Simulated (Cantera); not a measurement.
**CS2 + H2 + O2 (abatement and gas-phase synthesis)**

Input: 1 mol CS2, a varied amount of H2, 0.13 mol O2, equilibrated at 3398 K and 6.50 mbar.

Cantera equilibrium calculation (NASA polynomials, part measured and part estimated; ideal gas, pure solids and liquids). Candidate condensed phases: C, C6H6, C7H8, C8H18, H2O, H2SO4, S; 123 gas species. Equilibrium is a limit: real reactors are often held back by kinetics, nucleation or transport.

From 0.081 mol H2 to 1.1 mol H2 nothing is condensed. The main C-bearing gas is CS throughout.

| n(H2) (mol) | x S | x H | x CS | x CO | x H2 |
|---|---|---|---|---|---|
| 0.081 | 0.518 | 0.0662 | 0.299 | 0.107 | 0.000132 |
| 0.22 | 0.465 | 0.161 | 0.268 | 0.0962 | 0.000774 |
| 0.36 | 0.423 | 0.237 | 0.242 | 0.0872 | 0.00169 |
| 0.5 | 0.387 | 0.300 | 0.221 | 0.0798 | 0.00271 |
| 0.64 | 0.357 | 0.353 | 0.203 | 0.0735 | 0.00375 |
| 0.77 | 0.334 | 0.396 | 0.189 | 0.0686 | 0.00469 |
| 0.91 | 0.312 | 0.435 | 0.176 | 0.0639 | 0.00567 |
| 1.1 | 0.286 | 0.480 | 0.161 | 0.0585 | 0.00692 |
x: gas mole fraction; nothing condenses.
